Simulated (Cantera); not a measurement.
Input (Python, Cantera):

```python
import numpy as np
import cantera as ct

gas = ct.Solution("h2o2.yaml")
gas.TPX = 900, 1500, {'H2': 0.12, 'O2': 1}
reactor = ct.IdealGasConstPressureReactor(gas, energy="off", clone=False)
net = ct.ReactorNet([reactor])
net.rtol, net.atol = 1e-08, 1e-18
show = ['H2', 'O2', 'H2O', 'O', 'H2O2']
times = np.geomspace(2e-06, 70, 11)

steps = ct.SolutionArray(gas, extra=["t"])
rows = []
print(f"{'t/s':>10s}{'T/K':>9s}{'P/Pa':>11s}" + "".join(f"{s:>11s}" for s in show))
for t in times:
    while net.time < t:
        t_next = net.step()
        steps.append(gas.state, t=t_next)
    rows.append([np.interp(t, steps.t, y) for y in (steps.T, steps.P, *steps(*show).X.T)])
    print(f"{t:10.3e}{rows[-1][0]:9.1f}{rows[-1][1]:11.4g}" + "".join(f"{x:11.3e}" for x in rows[-1][2:]))
rate = np.gradient(steps.T, steps.t)
print("integrator steps:", len(steps.t))
if steps.T.max() > steps.T[0] + 200:
    print(f"time of steepest temperature rise: {steps.t[rate.argmax()]:.4e} s")
gas.TPX = 900, 1500, {'H2': 0.12, 'O2': 1}
gas.equilibrate("TP")
print(f"equilibrium (TP): T = {gas.T:.1f} K  " + "  ".join(f"{s} {gas[s].X[0]:.3e}" for s in show))
```

Result:

```
       t/s      T/K       P/Pa         H2         O2        H2O          O       H2O2
 2.000e-06    900.0       1500  1.071e-01  8.929e-01  6.667e-18  3.875e-16  3.456e-20
 1.136e-05    900.0       1500  1.071e-01  8.929e-01  8.265e-16  1.133e-14  1.029e-18
 6.454e-05    900.0       1500  1.071e-01  8.929e-01  1.184e-13  3.363e-13  3.338e-17
 3.666e-04    900.0       1500  1.071e-01  8.929e-01  1.065e-11  9.011e-12  1.092e-15
 2.083e-03    900.0       1500  1.071e-01  8.929e-01  4.199e-09  1.732e-09  5.276e-14
 1.183e-02    900.0       1500  1.103e-02  8.670e-01  8.731e-02  1.108e-02  4.297e-07
 6.722e-02    900.0       1500  2.179e-04  8.866e-01  1.129e-01  1.822e-04  1.870e-07
 3.818e-01    900.0       1500  1.417e-05  8.868e-01  1.132e-01  8.984e-06  5.800e-08
 2.169e+00    900.0       1500  3.978e-07  8.868e-01  1.132e-01  5.315e-07  1.381e-08
 1.232e+01    900.0       1500  5.945e-09  8.868e-01  1.132e-01  4.957e-08  3.165e-09
 7.000e+01    900.0       1500  5.339e-10  8.868e-01  1.132e-01  6.869e-09  7.641e-10
integrator steps: 1721
equilibrium (TP): T = 900.0 K  H2 3.160e-12  O2 8.868e-01  H2O 1.132e-01  O 4.167e-11  H2O2 8.887e-12
```

Cantera simulation using the H2/O2 subset of GRI-Mech 3.0, which has no nitrogen chemistry; the numbers are that mechanism's predictions, not measurements. Radical loss at walls, strong at low pressure, is not modelled. Below about 950 K walls govern HO2 and H2O2 in real vessels. The temperature is held fixed by assumption; the heat of reaction is taken as removed at once.
